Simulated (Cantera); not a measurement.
Charge: 1 mol B, 13 mol N2, at 0.133 bar.

Method: chemical equilibrium by Gibbs-energy minimisation in Cantera with the NASA 1993 tables (ideal gas, pure condensed phases). Candidate condensed phases: B, BN; 5 gas species. N2 is the only nitrogen source here; it is nearly inert below about 1500 K, so the nitride shown seldom forms there in practice. Equilibrium is a limit: real reactors are often held back by kinetics, nucleation or transport. All values below are at 1473 K.

Base state: N2 1.00 (mole fractions); condensed: BN(s).

### Question
What changes in the equilibrium state with this change: B replaced by BCl3?

### Answer
| species | before | after |
|---|---|---|
| N2 | 1.00 | 0.928 |
| BCl3 | 0 | 0.0713 |
| Cl | 0 | 0.000193 |
| BCl2 | 0 | 3.24e-5 |
| BN(s), mol | 1.00 | 0.000766 |
The tables' values for BCl2 are old estimates; treat these amounts as uncertain.
